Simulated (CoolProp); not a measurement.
Vapour-liquid equilibrium of R142b (1) + R113 (2) at 96.55 °C; x and y are mole fractions of (1).

Values from CoolProp's multi-fluid Helmholtz-energy mixture model, Lemmon 2006 and Marx 1992; pair parameters Bell 2016.

Question: Give the bubble pressure and the first vapour's composition at x = 0.05, 0.45, 0.55. Is there an azeotrope?

Answer: x = 0.05: 0.4849 MPa, y = 0.191; x = 0.45: 1.097 MPa, y = 0.740; x = 0.55: 1.242 MPa, y = 0.798. No azeotrope shows between x = 0.05 and 0.95.

Pair parameters are fitted to limited data, so mixtures are less certain than the pure fluids. The gap from Raoult's law changes sign with composition, which may be real or a fault of the pair parameters; it wasn't checked against measurements.
